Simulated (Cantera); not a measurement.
**Thermodynamics of silicon carbide growth, feed CH₃SiCl₃ + C₃H₈ + H₂**

Charge: 1 mol CH₃SiCl₃, 0.26 mol C₃H₈, 4.1 mol H₂, held at 10.0 mbar.

These are equilibrium values from Cantera (NASA tables, ideal gas, pure condensed phases), not measurements of a reactor. Candidate condensed phases: C, C₆H₆, C₇H₈, C₈H₁₈, Si, SiC; 109 gas species. The feed counts by its element totals alone. The tables' values for SiCl, SiCl₃ are old estimates; treat these amounts as uncertain. Gases not in the tables: Si₂H₆ and higher silanes. Equilibrium is a limit: real reactors are often held back by kinetics, nucleation or transport.

```csv
T (°C),x H₂,x HCl,x H,x SiCl₂,x Cl,n C(graphite),n SiC(s)
1325,0.639,0.353,0.000426,0.00700,0.000186,0.841,0.939
1375,0.640,0.350,0.000712,0.00839,0.000306,0.851,0.928
1425,0.641,0.347,0.00116,0.00990,0.000487,0.863,0.916
1475,0.642,0.343,0.00183,0.0115,0.000755,0.876,0.903
1525,0.643,0.339,0.00282,0.0132,0.00114,0.889,0.889
1575,0.644,0.335,0.00425,0.0150,0.00168,0.903,0.874
1625,0.644,0.330,0.00627,0.0169,0.00243,0.917,0.859
1675,0.643,0.324,0.00906,0.0188,0.00343,0.932,0.842
1725,0.642,0.318,0.0129,0.0206,0.00475,0.947,0.825
1775,0.640,0.312,0.0179,0.0224,0.00646,0.963,0.805
1825,0.636,0.304,0.0245,0.0241,0.00863,0.981,0.783
1875,0.630,0.295,0.0331,0.0257,0.0113,1.00,0.755
1925,0.621,0.285,0.0439,0.0270,0.0147,1.03,0.716
```
x: gas mole fraction; n: condensed amount in mol.

From 1325 °C to 1925 °C the condensed part is C(graphite) + SiC(s). The main Si-bearing gas is SiCl₂ throughout. The share of Si in condensed phases is highest at 1325 °C (93.9 %) and lowest at 1925 °C (71.6 %).
